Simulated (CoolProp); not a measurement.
Model: reference Helmholtz-energy equation of state, Lemmon 2016, in CoolProp.

Q: For R115, give the phase and the cv (kJ/(kg K)), Joule-Thomson coefficient (K/MPa) at 139.25 °C and 55.5 kPa.

A: 
- 139.25 °C and 55.5 kPa: gas; cv 0.795, Joule-Thomson coefficient 5.65
